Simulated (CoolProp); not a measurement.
Computed with CoolProp (reference Helmholtz-energy equation of state, Akasaka 2022).

### Question
For R1233zd(E), give the phase and the Z, isothermal compressibility (1/MPa), expansivity (1/kK) at 180.3 K and 1.08 MPa; 367 K and 0.136 MPa; 248.8 K and 11 MPa.

### Answer
- 180.3 K and 1.08 MPa: liquid; Z 0.0619, isothermal compressibility 0.000686, expansivity 1.32
- 367 K and 0.136 MPa: gas; Z 0.975, isothermal compressibility 7.55, expansivity 2.97
- 248.8 K and 11 MPa: liquid; Z 0.498, isothermal compressibility 0.00115, expansivity 1.44
